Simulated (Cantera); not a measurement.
## Gas-phase reforming

A perfectly stirred reactor is fed with 12.5 % CH4, 87.5 % H2O, at 9.50 bar; it is held at 1873 K, and followed from long to short residence time.

Model: GRI-Mech 3.0 (53 species, 325 reactions), integrated in Cantera.

```
τ (s)     x CH4  x H2O   x CH2O    x CH2     x C2H    x C2H2
------  -------  -----  -------  -------  --------  --------
0.91    0.00127  0.573  3.62e-7  3.80e-9  1.66e-10   3.88e-5
0.41    0.00252  0.576  6.45e-7  7.93e-9  6.60e-10  0.000153
0.19    0.00459  0.582  1.14e-6  1.56e-8   2.19e-9  0.000505
0.086   0.00787  0.593  2.03e-6  2.99e-8   6.44e-9   0.00146
0.039    0.0124  0.612  3.54e-6  5.50e-8   1.60e-8   0.00352
0.018    0.0181  0.638  6.02e-6  9.48e-8   3.30e-8   0.00698
0.0081   0.0252  0.673  1.03e-5  1.57e-7   5.90e-8    0.0118
0.0037   0.0333  0.713  1.73e-5  2.40e-7   8.90e-8    0.0166
```
x: mole fraction; the columns are a selection and need not sum to one.
